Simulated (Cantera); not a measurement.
A Cantera script and what it prints.

```python
import numpy as np
import cantera as ct

gas_names = """
    N NO NO2 NO3 N2 N2O O O2 O3 Si SiN SiO SiO2 Si2 Si2N Si3
""".split()
cond_names = """
    Si(cr) Si(L) SiO2(Lqz) SiO2(hqz) SiO2(L) Si2N2O(s) Si3N4(a)
""".split()


# ... load() reads the species with a 1 bar reference pressure and builds the phases ...
atoms = {
    'Si3N4': {'Si': 3, 'N': 4},
    'N2O': {'N': 2, 'O': 1},
    'N2': {'N': 2},
}
top_T = {'Si2N2O(s)': 2100, 'Si3N4(a)': 2400}  # K; cautious upper limits of use, not melting points


# ... equilibrate(T, P, feed) seeds the gas with the atoms and calls Mixture.equilibrate('TP', solver="vcs", rtol=1e-11, max_steps=5000) ...
results = []
feed = {'Si3N4': 1, 'N2O': 0.14, 'N2': 1.8}  # mol
T = 1898  # K
for P in [0.1, 0.6, 3.6, 22, 130, 770, 4600, 28000, 170000, 1000000]:
    mix = equilibrate(T, P, feed)
    results.append((T, P, feed, dict(zip(mix.species_names, mix.species_moles))))
    x = sorted(zip(gas.X, gas.species_names), reverse=True)
    print(f"T = {T:g} K  P = {P:g} Pa  gas = {mix.phase_moles(0):.4g} mol")
    print("   x: " + "  ".join(f"{s} {v:.3e}" for v, s in x if v > 0.0001))
    print("   condensed (mol): " + ("  ".join(f"{mix.phase(i).name} {mix.phase_moles(i):.4g}"
          for i in range(1, mix.n_phases) if mix.phase_moles(i) > 1e-12) or "none"))
```

It prints:

```
T = 1898 K  P = 0.1 Pa  gas = 6.939 mol
   x: N2 5.678e-01  Si 4.118e-01  SiO 2.018e-02  Si2 1.104e-04  SiN 1.044e-04
   condensed (mol): none
T = 1898 K  P = 0.6 Pa  gas = 6.933 mol
   x: N2 5.681e-01  Si 4.107e-01  SiO 2.019e-02  Si2 6.584e-04  SiN 2.552e-04
   condensed (mol): none
T = 1898 K  P = 3.6 Pa  gas = 6.231 mol
   x: N2 6.316e-01  Si 3.412e-01  SiO 2.247e-02  Si2 2.727e-03  Si2N 7.939e-04  Si3 6.158e-04  SiN 5.476e-04
   condensed (mol): Si(L) 0.6749
T = 1898 K  P = 22 Pa  gas = 4.325 mol
   x: N2 9.106e-01  Si 5.584e-02  SiO 3.237e-02  Si2 4.463e-04  Si2N 3.856e-04  SiN 2.660e-04  Si3 1.008e-04
   condensed (mol): Si(L) 2.609
T = 1898 K  P = 130 Pa  gas = 4.12 mol
   x: N2 9.562e-01  SiO 3.398e-02  Si 9.449e-03  Si2N 1.626e-04  SiN 1.121e-04
   condensed (mol): Si(L) 2.818
T = 1898 K  P = 770 Pa  gas = 4.087 mol
   x: N2 9.640e-01  SiO 3.426e-02  Si 1.595e-03
   condensed (mol): Si(L) 2.853
T = 1898 K  P = 4600 Pa  gas = 2.07 mol
   x: N2 9.700e-01  SiO 2.969e-02  Si 2.483e-04
   condensed (mol): Si2N2O(s) 0.07855  Si3N4(a) 0.9269
T = 1898 K  P = 28000 Pa  gas = 1.994 mol
   x: N2 9.973e-01  SiO 2.647e-03
   condensed (mol): Si2N2O(s) 0.1347  Si3N4(a) 0.9084
T = 1898 K  P = 170000 Pa  gas = 1.987 mol
   x: N2 9.998e-01  SiO 2.388e-04
   condensed (mol): Si2N2O(s) 0.1395  Si3N4(a) 0.9068
T = 1898 K  P = 1e+06 Pa  gas = 1.987 mol
   x: N2 1.000e+00
   condensed (mol): Si2N2O(s) 0.14  Si3N4(a) 0.9067
```

Method: chemical equilibrium by Gibbs-energy minimisation in Cantera with the NASA 1993 tables (ideal gas, pure condensed phases). Mutual solubility and eutectic melting of coexisting phases are not modelled. The tables' values for SiN are old estimates; treat these amounts as uncertain.
